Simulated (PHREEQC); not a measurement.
Acid mine or pickling water

A made-up water analysis in mg/L, 25 °C, pH 3.32, pe 12.6:

```
constituent    mg/L
-----------  ------
Na             76.8
K              18.4
Ca             43.8
Mg             45.3
Cl             41.6
S(6) as SO4     472
Mn(2)          10.1
Zn             1.06
Li            0.237
Si as SiO2   0.0894
```

Valence states are taken as typed.

Equilibrium calculation in PHREEQC: ion-association model, wateq4f.dat.

Each row changes one thing in this solution. This is a speciation only: nothing precipitates in the calculation.

```json
[
 {"case": "as made", "ionic strength (mol/kgw)": "0.0155", "SO4-2 (mol/kgw)": "0.00396", "Mg+2 (mol/kgw)": "0.00138", "Ca+2 (mol/kgw)": "0.000841", "Mn+2 (mol/kgw)": "0.000145", "HSO4- (mol/kgw)": "0.000128", "SI of Gypsum (CaSO4:2H2O)": "-1.32", "SI of Quartz (SiO2)": "-1.84"},
 {"case": "all concentrations times 2 at the same typed pH", "ionic strength (mol/kgw)": "(withheld)", "SO4-2 (mol/kgw)": "0.00744", "Mg+2 (mol/kgw)": "0.00247", "Ca+2 (mol/kgw)": "0.00153", "Mn+2 (mol/kgw)": "0.000265", "HSO4- (mol/kgw)": "0.000217", "SI of Gypsum (CaSO4:2H2O)": "-0.90", "SI of Quartz (SiO2)": "-1.54"},
 {"case": "Na from 76.8 to 154 mg/L", "ionic strength (mol/kgw)": "0.0172", "SO4-2 (mol/kgw)": "(withheld)", "Mg+2 (mol/kgw)": "0.00139", "Ca+2 (mol/kgw)": "(withheld)", "Mn+2 (mol/kgw)": "0.000146", "HSO4- (mol/kgw)": "(withheld)", "SI of Gypsum (CaSO4:2H2O)": "-1.33", "SI of Quartz (SiO2)": "-1.84"},
 {"case": "Ca from 43.8 to 131 mg/L", "ionic strength (mol/kgw)": "0.0185", "SO4-2 (mol/kgw)": "(withheld)", "Mg+2 (mol/kgw)": "0.00143", "Ca+2 (mol/kgw)": "0.00261", "Mn+2 (mol/kgw)": "0.000149", "HSO4- (mol/kgw)": "0.000114", "SI of Gypsum (CaSO4:2H2O)": "-0.90", "SI of Quartz (SiO2)": "-1.84"}
]
```

Q: Fill in the missing entries.

A: 
- all concentrations times 2 at the same typed pH, ionic strength (mol/kgw): 0.0289
- Na from 76.8 to 154 mg/L, SO4-2 (mol/kgw): 0.00395
- Na from 76.8 to 154 mg/L, Ca+2 (mol/kgw): 0.000850
- Na from 76.8 to 154 mg/L, HSO4- (mol/kgw): 0.000126
- Ca from 43.8 to 131 mg/L, SO4-2 (mol/kgw): 0.00362
